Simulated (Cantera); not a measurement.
Feed: 1 mol CF4, 1.3 mol CH4, held at 0.133 bar.

Method: chemical equilibrium by Gibbs-energy minimisation in Cantera with the NASA 1993 tables (ideal gas, pure condensed phases). Candidate condensed phases: C, C6H6, C7H8, C8H18; 95 gas species. The numbers say what is thermodynamically allowed, not how fast it happens.

x: gas mole fraction; n: condensed amount in mol.

| T (K) | x HF | x H | x H2 | x C3 | x F | x CF | n C(graphite) |
|---|---|---|---|---|---|---|---|
| 2400 | 0.863 | 0.0152 | 0.121 | 7.36e-7 | 0.000172 | ? | 2.29 |
| 2550 | 0.856 | 0.0287 | 0.113 | 7.99e-6 | 0.000517 | ? | 2.29 |
| 2700 | 0.846 | 0.0494 | 0.101 | 6.60e-5 | 0.00140 | ? | 2.27 |
| 2850 | 0.830 | 0.0775 | 0.0846 | 0.000433 | 0.00353 | ? | 2.25 |
| 3000 | 0.804 | 0.111 | 0.0663 | 0.00234 | 0.00836 | ? | 2.20 |
| 3150 | 0.761 | 0.147 | 0.0483 | 0.0107 | 0.0186 | ? | 2.01 |
| 3300 | 0.675 | 0.181 | 0.0328 | 0.0423 | 0.0379 | ? | 1.29 |

Q: Fill in the missing entries.

A: 
- 2400, x CF: 4.07e-6
- 2550, x CF: 1.96e-5
- 2700, x CF: 8.08e-5
- 2850, x CF: 0.000294
- 3000, x CF: 0.000968
- 3150, x CF: 0.00289
- 3300, x CF: 0.00768
